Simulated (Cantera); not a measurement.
**Thermodynamics of carbon deposition, reforming and gasification, feed C₂H₂ + H₂**

Input: 1 mol C₂H₂, 0.48 mol H₂, held at 100000 Pa.

Method: chemical equilibrium by Gibbs-energy minimisation in Cantera with the NASA 1993 tables (ideal gas, pure condensed phases). Candidate condensed phases: C, C₆H₆, C₇H₈, C₈H₁₈; 76 gas species. Kinetics and transport are ignored.

```json
[
 {"T (K)": "1775", "x H₂": "0.999", "x H": "0.000289", "x C₂H₂ (acetylene)": "0.000142", "x C₂H": "3.24e-10", "x C₄H₂": "7.98e-9", "x CH₄": "0.000835", "x C₃": "<1e-12", "x C₂H₂ (vinylidene)": "3.34e-9", "n C(graphite)": "2.00"},
 {"T (K)": "1975", "x H₂": "0.998", "x H": "0.00137", "x C₂H₂ (acetylene)": "0.000648", "x C₂H": "1.52e-8", "x C₄H₂": "1.69e-7", "x CH₄": "0.000452", "x C₃": "1.49e-11", "x C₂H₂ (vinylidene)": "5.21e-8", "n C(graphite)": "2.00"},
 {"T (K)": "2175", "x H₂": "0.993", "x H": "0.00486", "x C₂H₂ (acetylene)": "0.00222", "x C₂H": "3.50e-7", "x C₄H₂": "2.01e-6", "x CH₄": "0.000274", "x C₃": "1.45e-9", "x C₂H₂ (vinylidene)": "4.84e-7", "n C(graphite)": "1.99"},
 {"T (K)": "2375", "x H₂": "0.980", "x H": "0.0140", "x C₂H₂ (acetylene)": "0.00608", "x C₂H": "4.70e-6", "x C₄H₂": "1.55e-5", "x CH₄": "0.000178", "x C₃": "6.39e-8", "x C₂H₂ (vinylidene)": "3.03e-6", "n C(graphite)": "1.98"},
 {"T (K)": "2575", "x H₂": "0.952", "x H": "0.0338", "x C₂H₂ (acetylene)": "0.0140", "x C₂H": "4.16e-5", "x C₄H₂": "8.52e-5", "x CH₄": "0.000121", "x C₃": "1.54e-6", "x C₂H₂ (vinylidene)": "1.39e-5", "n C(graphite)": "1.96"},
 {"T (K)": "2775", "x H₂": "0.900", "x H": "0.0710", "x C₂H₂ (acetylene)": "0.0276", "x C₂H": "0.000264", "x C₄H₂": "0.000352", "x CH₄": "8.20e-5", "x C₃": "2.31e-5", "x C₂H₂ (vinylidene)": "4.96e-5", "n C(graphite)": "1.91"},
 {"T (K)": "2975", "x H₂": "0.817", "x H": "0.132", "x C₂H₂ (acetylene)": "0.0473", "x C₂H": "0.00127", "x C₄H₂": "0.00114", "x CH₄": "5.35e-5", "x C₃": "0.000238", "x C₂H₂ (vinylidene)": "0.000141", "n C(graphite)": "1.84"}
]
```
x: gas mole fraction; n: condensed amount in mol.

From 1775 K to 2975 K the condensed part is C(graphite). The main C-bearing gas is CH₄ at 1775 K and C₂H₂ (acetylene) at 2975 K.
